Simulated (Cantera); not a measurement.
A freely propagating, adiabatic, planar premixed flame of H₂ : O₂ : N₂ : H₂O = 1 : 0.385 : 1.45 : 0.17 (molar parts), unburnt at 525 K and 2.30 bar; mixture-averaged transport, grid criteria slope 0.08 and curve 0.16, no radiation.

Computed with Cantera and the H2/O2 subset of GRI-Mech 3.0, which has no nitrogen chemistry. The hydrogen kinetics of GRI-Mech 3.0 are dated; newer H2 mechanisms differ, most at raised pressure. Burning velocities carry a grid error of a few per cent, more on coarse grids.

**Question.** How do the results move with these cheaper or finer settings: unity-Lewis-number transport; multicomponent transport; multicomponent+Soret transport; grid criteria slope 0.5, curve 1; grid criteria slope 0.25, curve 0.5; grid criteria slope 0.03, curve 0.06?

**Answer.** 
```tsv
setting	laminar burning velocity	thermal thickness	peak x(H)	peak x(HO₂)	grid points
as above	621 cm/s	0.137 mm	0.0490	0.000749	111
unity-Lewis-number transport	405 cm/s	0.121 mm	0.0542	0.000521	111
multicomponent transport	612 cm/s	0.137 mm	0.0490	0.000748	111
multicomponent+Soret transport	578 cm/s	0.134 mm	0.0474	0.000755	112
grid criteria slope 0.5, curve 1	659 cm/s	0.169 mm	0.0488	0.000720	39
grid criteria slope 0.25, curve 0.5	635 cm/s	0.150 mm	0.0493	0.000717	53
grid criteria slope 0.03, curve 0.06	616 cm/s	0.134 mm	0.0489	0.000760	252
```
Unity Lewis numbers drop preferential diffusion, which matters most where H2 and H carry the flame; Soret adds thermal diffusion.
